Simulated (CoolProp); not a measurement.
A single-stage vapour-compression cycle with the fluid: evaporating at 302.15 K (dew point), condensing at 351.15 K (bubble point), superheat 10 K, subcooling 0 K, compressor efficiency 0.75, no pressure losses. The same conditions are run with several fluids, on thermodynamics alone (safety and materials aside).

Model: reference Helmholtz-energy equation of state of each fluid (R21: Platzer 1990; cyclohexane: Zhou 2014; sulfur dioxide: Gao 2016; n-perfluorobutane: Gao 2022; ammonia: Gao 2020; dimethyl ether: Wu 2011), in CoolProp. The equations of Platzer and Polt are older, rougher fits.

Rank R21, cyclohexane, sulfur dioxide, n-perfluorobutane, ammonia, dimethyl ether by cooling COP, highest first.

cyclohexane (3.96), R21 (3.86), sulfur dioxide (3.73), ammonia (3.57), dimethyl ether (3.50), n-perfluorobutane (2.36)

```tsv
fluid	pressure ratio	discharge temperature (K)	refrigerating effect (kJ/kg)	volumetric capacity (kJ/m³)
R21	3.92	393.6	181	1580
cyclohexane	6.00	366.3	305	155
sulfur dioxide	3.84	436.2	288	3410
n-perfluorobutane	3.64	351.1	36.2	1110
ammonia	3.50	436.8	928	7730
dimethyl ether	3.24	378.5	282	3730
```

The compression ends wet for: n-perfluorobutane.
